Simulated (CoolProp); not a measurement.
Vapour-liquid equilibrium of propylene (1) + propane (2) at 0.0194 MPa; x and y are mole fractions of (1).

The numbers come from the multi-fluid Helmholtz-energy mixture model, Lemmon 2013 and Lemmon 2009; pair parameters Bell 2016 in CoolProp.

Q: Give the bubble temperature and the first vapour's composition at x = 0.2, 0.35, 0.95. Is there an azeotrope?

A: x = 0.2: -75.3 °C, y = 0.265; x = 0.35: -76.1 °C, y = 0.428; x = 0.95: -78.3 °C, y = 0.957. No azeotrope shows between x = 0.05 and 0.95.

The pair parameters rest on a limited set of measurements; away from them the model extrapolates.
